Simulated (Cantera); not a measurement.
An isothermal, constant-pressure homogeneous reactor starts with 0.106 % CO, 2.52 % O2, 0.619 % H2O, 96.8 % N2, at 1023 K and 3750 Torr.

Computed with Cantera and GRI-Mech 3.0 (53 species, 325 reactions).

One state of this run: x CO = 0.000888; x O2 = 0.0251; x H2O = 0.00619; x H2O2 = 9.08e-8; x NO2 = 4.85e-12. x: mole fraction; the columns are a selection and need not sum to one.

Problem. Which value of t (s) does it belong to?
A) 3.76
B) 0.0751
C) 0.0106
D) 0.531

Solution. D, 0.531
